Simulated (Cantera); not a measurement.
A closed system holds: 1 mol PbO, 14 mol N₂, held at 475 °C and 101000 Pa.

Cantera equilibrium calculation (NASA polynomials, part measured and part estimated; ideal gas, pure solids and liquids). Candidate condensed phases: Pb, PbO, PbO₂, Pb₃O₄; 12 gas species. Kinetics and transport are ignored.

Base state: N₂ 1.00 (mole fractions); condensed: PbO(red).

Problem. What changes in the equilibrium state with this change: PbO replaced by Pb?

Solution. 
```
species        before  after
-------------  ------  -----
N₂               1.00   1.00
PbO(red), mol    1.00      0
Pb(l), mol          0   1.00
```
